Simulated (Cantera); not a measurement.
Input (Python, Cantera):

```python
import numpy as np
import cantera as ct

gas = ct.Solution("h2o2.yaml")
gas.TPX = 1425, 690, {'H2': 0.034, 'O2': 1, 'N2': 4.1}
inlet = ct.Reservoir(gas, clone=True)

reactor = ct.IdealGasConstPressureReactor(gas, energy="off", clone=False)
exhaust = ct.Reservoir(gas, clone=True)
tau = [11, 4.9, 2.2, 1, 0.46, 0.21, 0.094, 0.043, 0.019, 0.0088, 0.004][0]
for a, b in ((inlet, reactor), (reactor, exhaust)):
    ct.MassFlowController(a, b, mdot=lambda t: reactor.mass / tau)
net = ct.ReactorNet([reactor])
show = ['H2', 'O2', 'H', 'OH', 'O']

rows = []
print(f"{'tau/s':>10s}{'T/K':>9s}" + "".join(f"{s:>11s}" for s in show))
for tau in [11, 4.9, 2.2, 1, 0.46, 0.21, 0.094, 0.043, 0.019, 0.0088, 0.004]:
    net.initial_time = 0.0
    net.advance(30 * tau)
    before = gas.X
    net.advance(40 * tau)
    drift = np.max(np.abs(gas.X - before) / (gas.X + 1e-9))
    rows.append([gas.T, *gas[show].X, drift])
    print(f"{tau:10.3e}{gas.T:9.1f}" + "".join(f"{x:11.3e}" for x in gas[show].X))
```

It prints:

```
     tau/s      T/K         H2         O2          H         OH          O
 1.100e+01   1425.0  2.829e-05  1.910e-01  9.359e-05  5.028e-04  1.636e-03
 4.900e+00   1425.0  4.171e-05  1.905e-01  1.667e-04  6.064e-04  2.410e-03
 2.200e+00   1425.0  5.762e-05  1.900e-01  2.625e-04  7.022e-04  3.266e-03
 1.000e+00   1425.0  7.525e-05  1.895e-01  3.603e-04  7.790e-04  4.026e-03
 4.600e-01   1425.0  9.678e-05  1.892e-01  4.394e-04  8.359e-04  4.557e-03
 2.100e-01   1425.0  1.313e-04  1.891e-01  4.970e-04  8.844e-04  4.843e-03
 9.400e-02   1425.0  1.998e-04  1.890e-01  5.431e-04  9.426e-04  4.912e-03
 4.300e-02   1425.0  3.370e-04  1.891e-01  5.872e-04  1.026e-03  4.780e-03
 1.900e-02   1425.0  6.326e-04  1.895e-01  6.328e-04  1.150e-03  4.413e-03
 8.800e-03   1425.0  1.187e-03  1.900e-01  6.508e-04  1.271e-03  3.799e-03
 4.000e-03   1425.0  2.271e-03  1.910e-01  5.834e-04  1.286e-03  2.823e-03
```

Detailed kinetics in Cantera: the H2/O2 subset of GRI-Mech 3.0, which has no nitrogen chemistry. Radical loss at walls, strong at low pressure, is not modelled.
